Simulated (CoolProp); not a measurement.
Vapour-liquid equilibrium of o-xylene (1) + n-undecane (2) at 300.2 K; x and y are mole fractions of (1).

Values from CoolProp's multi-fluid Helmholtz-energy mixture model, Zhou 2012 and Aleksandrov 2011; pair parameters Bell 2016.

Give the bubble pressure and the first vapour's composition at x = 0.2, 0.65, 0.95. Is there an azeotrope?

x = 0.2: 0.2578 kPa, y = 0.792; x = 0.65: 0.6872 kPa, y = 0.965; x = 0.95: 0.9631 kPa, y = 0.996. No azeotrope shows between x = 0.05 and 0.95.

Pair parameters are fitted to limited data, so mixtures are less certain than the pure fluids. The gap from Raoult's law changes sign with composition, which may be real or a fault of the pair parameters; it wasn't checked against measurements.
